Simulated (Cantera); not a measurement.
An adiabatic, constant-volume homogeneous reactor starts with 3.33 % CH₄, 19.0 % O₂, 71.6 % N₂, 6.00 % H₂O, equivalence ratio 0.35, at 1775 K and 6.02 atm.

Detailed kinetics in Cantera: GRI-Mech 3.0 (53 species, 325 reactions).

Problem. Predict: time of steepest temperature rise; temperature at 2.00 s; equilibrium temperature; x(O₂) at 2.00 s; x(H₂O) at 2.00 s; x(CO₂) at 2.00 s.

Solution. 
```json
{
  "time_of_steepest_temperature_rise": "24.1 µs",
  "temperature at 2.00 s": "2518 K",
  "equilibrium_temperature": "2518 K",
  "x(O₂) at 2.00 s": "0.113 (gas-phase equilibrium 0.113)",
  "x(H₂O) at 2.00 s": "0.121 (gas-phase equilibrium 0.121)",
  "x(CO₂) at 2.00 s": "0.0319 (gas-phase equilibrium 0.0319)"
}
```
